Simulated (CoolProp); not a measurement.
A single-stage vapour-compression cycle with the fluid: evaporating at 226.15 K (dew point), condensing at 293.15 K (bubble point), superheat 0 K, subcooling 8 K, compressor efficiency 0.8, no pressure losses. The same conditions are run with several fluids, on thermodynamics alone (safety and materials aside).

Values from CoolProp's reference Helmholtz-energy equation of state of each fluid (ammonia: Gao 2020; R134a: Tillner-Roth 1994; R142b: Lemmon 2006; R404A: Lemmon 2003; sulfur dioxide: Gao 2016; R152A: Outcalt 1996). Blends and air are pseudo-pure fits.

```tsv
fluid	cooling COP	pressure ratio	discharge temperature (K)	refrigerating effect (kJ/kg)	volumetric capacity (kJ/m³)
ammonia	2.06	17.6	480.6	1140	(withheld)
R134a	2.13	16.3	325.7	153	297
R142b	2.21	18.0	329.4	172	149
R404A	1.97	11.7	317.4	122	625
sulfur dioxide	2.09	23.6	478.7	340	164
R152A	2.19	15.8	(withheld)	252	(withheld)
```

Question: Some entries are withheld; supply them.

Answer: 
- ammonia, volumetric capacity (kJ/m³): 511
- R152A, discharge temperature (K): 349.1
- R152A, volumetric capacity (kJ/m³): 293
